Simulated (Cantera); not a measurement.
A jet of 1.96 % H₂, 7.03 % O₂, 91.0 % N₂, equivalence ratio 0.14 at 300 K and 17.3 Torr hits a platinum plate 3.8 cm away at a mass flux of 0.15 kg/m²/s; the plate temperature is set and raised in steps from an oxygen-covered start.

Cantera simulation using Deutschmann's 1995 Pt surface mechanism with GRI-Mech 3.0 gas chemistry; the numbers are that mechanism's predictions, not measurements. Catalytic surfaces can have several steady states; this one follows from the mechanism file's or the stated starting coverage.

One state of this run: wall x H₂ = 0.00454; wall x O₂ = 0.0542; wall x H₂O = 0.0290; wall x OH = <1e-8; θ free Pt = 0.145; θ O* = 0.853; θ OH* = 0.00265. x: mole fraction at the wall; θ: surface coverage.

Which value of plate T (K) does it belong to?
A. 750
B. 850
C. 650
D. 900

C, 650
